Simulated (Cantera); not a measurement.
Charge: 1 mol CaCl2, 61 mol N2, held at 1.00 bar.

Cantera equilibrium calculation (NASA polynomials, part measured and part estimated; ideal gas, pure solids and liquids). Candidate condensed phases: Ca, CaCl2; 8 gas species. Rates play no part.

x: gas mole fraction; n: condensed amount in mol.

| T (K) | x N2 | x CaCl2 | x Cl | x CaCl | x Ca | x Cl2 | x N | n CaCl2(l) |
|---|---|---|---|---|---|---|---|---|
| 1048 | 1.00 | 1.21e-7 | <1e-12 | <1e-12 | <1e-12 | <1e-12 | <1e-12 | 1.000 |
| 1198 | 1.000 | 6.67e-6 | 6.06e-11 | 6.04e-11 | <1e-12 | <1e-12 | <1e-12 | 1.000 |
| 1348 | 1.000 | 0.000141 | 4.22e-9 | 4.21e-9 | 5.03e-12 | <1e-12 | <1e-12 | 0.991 |
| 1498 | 0.998 | … | … | … | … | … | <1e-12 | … |
| 1648 | 0.990 | 0.0103 | 1.87e-6 | 1.86e-6 | 3.94e-9 | 1.66e-10 | 1.90e-12 | 0.364 |
| 1798 | 0.984 | 0.0161 | 1.02e-5 | 1.02e-5 | 4.80e-8 | 1.07e-9 | 3.50e-11 | 0 |
| 1948 | 0.984 | 0.0161 | … | … | … | … | … | 0 |
| 2098 | 0.984 | 0.0160 | 0.000106 | 0.000101 | 2.39e-6 | 1.00e-8 | 3.45e-9 | 0 |

Q: Fill in the missing entries.

A: 
- 1948, x Cl: 3.59e-5
- 1948, x CaCl: 3.51e-5
- 1948, x Ca: 3.96e-7
- 1948, x Cl2: 3.57e-9
- 1948, x N: 4.14e-10
- 1498, x CaCl2: 0.00153
- 1498, x Cl: 1.22e-7
- 1498, x CaCl: 1.22e-7
- 1498, x Ca: 1.96e-10
- 1498, x Cl2: 4.47e-12
- 1498, n CaCl2(l): 0.906
